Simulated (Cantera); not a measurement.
**V + N2O + H2O (tantalum, niobium, vanadium and zirconium in process gases)**

A closed system holds: 1 mol V, 0.16 mol N2O, 0.082 mol H2O, held at 73.0 Pa.

Equilibrium computed with Cantera from the NASA thermochemical tables; the gas is ideal and each condensed phase is pure. Candidate condensed phases: H2O, V, VN, VO, V2O3, V2O4, V2O5; 28 gas species. Each liquid is taken as pure. Mutual solubility and eutectic melting of coexisting phases are not modelled. VO: taken at fixed stoichiometry. Condensed phases not in the tables: V2N, N, O or C dissolved in the metal. Rates play no part.

```
T (°C)  log p N2  log p V  log p H2  log p VO  log p H  log p VO2  log p H2O  n V(s)  n VO(s)  n VO(l)  n V(l)
------  --------  -------  --------  --------  -------  ---------  ---------  ------  -------  -------  ------
1700       -3.32    -5.82     -3.63     -5.90    -4.69      -7.02      -7.16   0.758    0.241        0       0
1750       -3.33    -5.49     -3.65     -5.56    -4.54      -6.65      -7.07   0.757    0.241        0       0
1800       -3.34    -5.18     -3.66     -5.25    -4.41      -6.31      -7.00   0.756        0    0.240       0
1850       -3.35    -4.88     -3.69     -4.98    -4.29      -6.04      -6.96   0.754        0    0.238       0
1900       -3.37    -4.59     -3.73     -4.72    -4.18      -5.79      -6.94   0.749        0    0.234       0
1950       -3.40    -4.33     -3.78     -4.47    -4.09      -5.54      -6.94       0        0    0.226   0.741
2000       -3.45    -4.09     -3.88     -4.24    -4.01      -5.29      -6.96       0        0    0.211   0.723
2050       -3.54    -3.85     -4.03     -4.01    -3.98      -5.06      -7.05       0        0    0.178   0.684
2100       -3.74    -3.63     -4.34     -3.80    -4.03      -4.84      -7.31       0        0   0.0768   0.563
```
log p: log10 of the partial pressure in bar; n: condensed amount in mol.

From 1700 °C to 1750 °C the condensed part is V(s) + VO(s). From 1800 °C to 1900 °C the condensed part is V(s) + VO(l). From 1950 °C to 2100 °C the condensed part is V(l) + VO(l). The main V-bearing gas is V throughout. The share of V in condensed phases is highest at 1700 °C (99.9 %) and lowest at 2100 °C (64.0 %).
